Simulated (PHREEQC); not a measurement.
Make-up at 14 °C: 0.12 mol/kgw CdSO4, 0.011 mol/kgw KCl and 0.035 mol/kgw H2SO4. Closed to the air; pH follows from the charge balance.

Equilibrium calculation in PHREEQC: ion-association model, phreeqc.dat.

| quantity | before | after |
|---|---|---|
| pH | 1.53 | 1.95 |
| ionic strength (mol/kgw) | 0.269 | 0.254 |
| Cd+2 (mol/kgw) | 0.0519 | 0.0595 |
| CdSO4 (mol/kgw) | 0.0426 | 0.0426 |
| SO4-2 (mol/kgw) | 0.0405 | 0.0335 |
| HSO4- (mol/kgw) | 0.0330 | 0.0555 |
| SI of Sylvite (KCl) | -5.48 | -5.89 |

**Question.** What was changed between the two runs?
(A) diluted 10-fold with water
(B) H2SO4 replaced by Fe2(SO4)3 at the same molality
(C) temperature from 14 to 85 °C
(D) H2SO4 left out
(E) 0.0048 mol/kgw LiOH added

**Answer.** C, temperature from 14 to 85 °C

This is a speciation only: nothing precipitates in the calculation. Constants without temperature data keep their 25 °C values here.
